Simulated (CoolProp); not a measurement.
R13 at 293.15 K and 1.31 MPa flows at 12 m/s in a round tube of 4.6 mm bore and 45 µm roughness, fully developed (64/Re and Nu = 3.66 if laminar; Colebrook and Gnielinski if turbulent). Each further row changes one setting.

The numbers come from the reference Helmholtz-energy equation of state, Platzer 1990 in CoolProp. This equation is an older, rougher fit.

| case | Reynolds number | Darcy friction factor | pressure drop (Pa/m) | heat-transfer coefficient (W/(m² K)) | mass flow (kg/h) |
|---|---|---|---|---|---|
| as stated | 248000 | 0.0379 | 38700 | 3050 | 46.9 |
| velocity 24 m/s | 497000 | 0.0377 | 154000 | 6090 | 93.7 |
| diameter 9.2 mm | 497000 | 0.0304 | 15500 | 2420 | 187 |

Viscosity comes from a separate model (Huber 2003), an estimate that may be off by 10 % or more. Thermal conductivity comes from a separate model (Huber 2003), an estimate that may be off by 10 % or more.
